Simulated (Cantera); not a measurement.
Charge: 1 mol SiCl4, 0.17 mol NO, 12 mol H2, at 600 K and 0.0133 bar.

These are equilibrium values from Cantera (NASA tables, ideal gas, pure condensed phases), not measurements of a reactor. Kinetics and transport are ignored.

```tsv
species	before	after
H2	0.876	0.707
HCl	0.0644	0.283
N2	<1e-9	0.0100
SiCl4	0.0596	4.73e-7
NH3	<1e-9	3.30e-5
SiHCl3	2.23e-5	<1e-9
SiO2(α-quartz), mol	0.0425	0.313
Si2N2O(s), mol	0.0850	0.343
```
Gas species are given as mole fractions.

Problem. Name the change that produced these shifts.
A. temperature from 600 K to 1125 K
B. temperature from 600 K to 1375 K
C. temperature from 600 K to 1525 K
D. NO from 0.17 to 0.97 mol

Solution. D, NO from 0.17 to 0.97 mol
